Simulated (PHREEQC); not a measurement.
Dissolve 140 mmol/kgw NaHSO4 and 0.35 mmol/kgw K2HPO4 at 20 °C. Closed to the air; pH follows from the charge balance.

Model: ion-association model, phreeqc.dat, run in PHREEQC.

Each row changes one thing in this solution. This is a speciation only: nothing precipitates in the calculation.

```tsv
case	pH	ionic strength (mol/kgw)	K+ (mol/kgw)
as made	1.32	0.243	0.000644
temperature from 20 to 55 °C	1.46	[?]	0.000633
K2HPO4 replaced by K2SiO3 at the same molality	1.32	0.243	0.000644
K2HPO4 replaced by KH2PO4 at the same molality	1.32	0.243	0.000322
0.019 mol/kgw KHCO3 added	[?]	0.255	0.0180
K2HPO4 from 0.00035 to 0.000385 mol/kgw	1.32	0.243	[?]
NaHSO4 left out	[?]	[?]	0.000700
```

**Question.** Complete the blanks.

**Answer.** 
- temperature from 20 to 55 °C, ionic strength (mol/kgw): 0.214
- 0.019 mol/kgw KHCO3 added, pH: 1.41
- K2HPO4 from 0.00035 to 0.000385 mol/kgw, K+ (mol/kgw): 0.000709
- NaHSO4 left out, pH: 8.92
- NaHSO4 left out, ionic strength (mol/kgw): 0.00104

Complexes and solids missing from the database can't appear. Some of these states are supersaturated (in Quartz (slow to form), Chalcedony (slow to form), for instance). Constants without temperature data keep their 25 °C values here.
